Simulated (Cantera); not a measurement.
A closed system holds: 1 mol Si₃N₄, 0.017 mol H₂, equilibrated at 1625 °C and 100000 Pa.

Cantera equilibrium calculation (NASA polynomials, part measured and part estimated; ideal gas, pure solids and liquids). Candidate condensed phases: Si, Si₃N₄; 18 gas species. Mutual solubility and eutectic melting of coexisting phases are not modelled. Gases not in the tables: Si₂H₆ and higher silanes. Rates play no part.

Base state: H₂ 0.959, N₂ 0.0400, H 0.000766, SiH₂ 5.52e-5, Si 1.23e-5, SiH 1.05e-5 (mole fractions); condensed: Si(l) + Si₃N₄(s).

### Question
What changes in the equilibrium state with this change: pressure from 100000 Pa to 300 Pa?

### Answer
```json
[
 {"species": "N₂", "before": "0.0400", "after": "0.987"},
 {"species": "H₂", "before": "0.959", "after": "0.00775"},
 {"species": "Si", "before": "1.23e-5", "after": "0.00409"},
 {"species": "Si₂", "before": "9.82e-8", "after": "3.27e-5"},
 {"species": "SiH₂", "before": "5.52e-5", "after": "4.46e-7"},
 {"species": "SiN", "before": "8.27e-7", "after": "7.50e-5"},
 {"species": "Si₂N", "before": "1.20e-6", "after": "0.000109"},
 {"species": "SiH", "before": "1.05e-5", "after": "1.72e-5"},
 {"species": "Si(l), mol", "before": "0.00106", "after": "2.99"},
 {"species": "Si₃N₄(s), mol", "before": "1.000", "after": "0"}
]
```
The tables' values for SiN are old estimates; treat these amounts as uncertain.

### Question
What changes in the equilibrium state with this change: Si₃N₄ replaced by SiO₂?

### Answer
```tsv
species	before	after
H₂	0.959	0.992
SiO	0	0.00364
H₂O	0	0.00364
N₂	0.0400	0
Si	1.23e-5	1.11e-8
SiH	1.05e-5	9.68e-9
SiH₂	5.52e-5	5.18e-8
H	0.000766	0.000778
Si(l), mol	0.00106	0
Si₃N₄(s), mol	1.000	0
SiO₂(condensed), mol	0	1.000
```
The tables hold silica as quartz up to 1696 K and as liquid above; real silica turns to tridymite and cristobalite and melts near 1996 K. Further candidate phases: H₂O, SiO₂.
